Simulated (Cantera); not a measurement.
Charge: 1 mol CH3SiH3, 0.0054 mol C3H8, 2.7 mol H2, 0.017 mol HCl, equilibrated at 2123 K and 0.00133 bar.

Method: chemical equilibrium by Gibbs-energy minimisation in Cantera with the NASA 1993 tables (ideal gas, pure condensed phases). Candidate condensed phases: C, C6H6, C7H8, C8H18, Si, SiC; 109 gas species. The feed counts by its element totals alone. The tables' values for SiCl are old estimates; treat these amounts as uncertain. Gases not in the tables: Si2H6 and higher silanes. The numbers say what is thermodynamically allowed, not how fast it happens.

Base state: H2 0.891, H 0.0927, Si 0.0107, HCl 0.00257, C2H2 (acetylene) 0.00148, SiC2 0.000761, Si2C 0.000478, Cl 0.000196 (mole fractions); condensed: C(graphite) + SiC(s).

Question: What changes in the equilibrium state with this change: temperature from 2123 K to 2323 K?

Answer: 
| species | before | after |
|---|---|---|
| H2 | 0.891 | 0.633 |
| H | 0.0927 | 0.237 |
| Si | 0.0107 | 0.101 |
| SiC2 | 0.000761 | 0.0151 |
| C3 | 3.59e-7 | 1.91e-5 |
| SiC | 5.08e-7 | 1.76e-5 |
| Si2 | 1.24e-5 | 0.000242 |
| Si2C | 0.000478 | 0.00685 |
| C(graphite), mol | 0.0633 | 0.686 |
| SiC(s), mol | 0.923 | 0 |

Question: What changes in the equilibrium state with this change: temperature from 2123 K to 1373 K?

Answer: 
| species | before | after |
|---|---|---|
| H2 | 0.891 | 0.997 |
| HCl | 0.00257 | 0.00296 |
| H | 0.0927 | 9.11e-5 |
| Si | 0.0107 | 1.23e-9 |
| SiC2 | 0.000761 | <1e-9 |
| Si2C | 0.000478 | <1e-9 |
| SiH | 0.000191 | <1e-9 |
| SiCl | 1.81e-5 | <1e-9 |
| SiH2 | 1.54e-5 | 1.06e-9 |
| C(graphite), mol | 0.0633 | 0.0161 |
| SiC(s), mol | 0.923 | 1.000 |
